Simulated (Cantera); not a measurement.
Charge: 1 mol TiO₂, 15 mol Cl₂, held at 1900 K and 3.10e-5 bar.

Equilibrium computed with Cantera from the NASA thermochemical tables; the gas is ideal and each condensed phase is pure. Candidate condensed phases: Ti, TiCl₂, TiCl₃, TiCl₄, TiO, TiO₂, Ti₂O₃, Ti₃O₅, Ti₄O₇; 15 gas species. The tables' values for TiCl₂, TiOCl are old estimates; treat these amounts as uncertain. Equilibrium is a limit: real reactors are often held back by kinetics, nucleation or transport.

Base state: Cl 0.998, TiO₂ 0.00102, O 0.000555, TiOCl₂ 0.000489, Cl₂ 0.000127, O₂ 0.000107, TiCl₃ 8.60e-5, TiCl₂ 3.13e-5 (mole fractions); condensed: TiO₂(rutile).

Question: What changes in the equilibrium state with this change: temperature from 1900 K to 775 K?

Answer: 
| species | before | after |
|---|---|---|
| Cl₂ | 0.000127 | 0.999 |
| Cl | 0.998 | 0.000922 |
| TiCl₄ | 1.70e-6 | 3.27e-5 |
| TiO₂ | 0.00102 | <1e-9 |
| O | 0.000555 | <1e-9 |
| TiOCl₂ | 0.000489 | <1e-9 |
| TiCl₃ | 8.60e-5 | <1e-9 |
| TiCl₂ | 3.13e-5 | <1e-9 |
| TiO | 2.21e-5 | <1e-9 |
| TiO₂(rutile), mol | 0.950 | 1.000 |
Condensed phases not in the tables: TiOCl.

Question: What changes in the equilibrium state with this change: temperature from 1900 K to 1273 K?

Answer: 
```csv
species,before,after
Cl,0.998,0.791
Cl₂,0.000127,0.206
TiCl₄,1.70e-6,0.00148
TiO₂,0.00102,<1e-9
TiCl₂,3.13e-5,<1e-9
"TiO₂(rutile), mol",0.950,0.963
```

Question: What changes in the equilibrium state with this change: TiO₂ replaced by B₂O₃?

Answer: 
```tsv
species	before	after
Cl	0.998	0.952
B₂O₃	0	0.0198
BOCl	0	0.0131
TiO₂	0.00102	0
BO₂	0	0.00814
BO	0	0.00344
TiOCl₂	0.000489	0
TiCl₃	8.60e-5	0
TiO₂(rutile), mol	0.950	0
```
The tables' values for BOCl are old estimates; treat these amounts as uncertain. Further candidate phases: B, B₂O₃.
